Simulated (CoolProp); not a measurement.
Vapour-liquid equilibrium of dimethyl carbonate (1) + n-heptane (2) at 5.66 bar; x and y are mole fractions of (1).

Computed with CoolProp (multi-fluid Helmholtz-energy mixture model, Zhou 2011 and Span 2003; pair parameters Bell 2016).

```csv
x,"bubble temperature, mixture model (°C)","bubble temperature, Raoult's law (°C)","y, mixture model","y, Raoult's law"
0.05,165.2,169.2,0.121,0.066
0.15,158.1,167.5,0.295,0.193
0.25,153.6,165.9,0.409,0.311
0.35,150.9,164.3,0.488,0.421
0.45,149.3,162.8,0.548,0.525
0.55,148.5,161.4,0.599,0.622
0.65,148.2,160.0,0.649,0.714
0.75,148.5,158.7,0.705,0.802
0.85,149.8,157.4,0.781,0.884
0.95,152.9,156.2,0.904,0.962
```

The largest gap from Raoult's law is -13.5 K in bubble temperature, at x = 0.45. y crosses x between x = 0.55 and 0.65: the model has an azeotrope there.

Pair parameters are fitted to limited data, so mixtures are less certain than the pure fluids.
